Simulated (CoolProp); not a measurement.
1,2-dichloroethane along the isobar 907 kPa: Z from the reference equation and from simpler models built on Tc = 561.6 K, pc = 5226 kPa, ω = 0.269; each cubic takes its own stable root.

The numbers come from the reference Helmholtz-energy equation of state, Thol 2015 in CoolProp.

```
T (K)   phase  reference
-----  ------  ---------
411.7  liquid    0.02465
424.3  liquid    0.02448
436.9  liquid    0.02436
449.5     gas     0.8586
462.1     gas     0.8728
474.8     gas     0.8850
487.4     gas     0.8956
500       gas     0.9049
```

Q: How far does each simpler model (Redlich-Kwong, Soave-Redlich-Kwong, Peng-Robinson) lie from the reference over these 8 states: mean and median of the absolute difference, and the worst?

A: 
- Redlich-Kwong: mean 437.8 %, median 2.0 %, worst +3454.2 % at 436.9 K and 907 kPa
- Soave-Redlich-Kwong: mean 6.0 %, median 0.7 %, worst +15.8 % at 436.9 K and 907 kPa
- Peng-Robinson: mean 0.9 %, median 0.5 %, worst +2.1 % at 436.9 K and 907 kPa

At some of these states Redlich-Kwong gives the other phase, because its saturation line lies elsewhere.
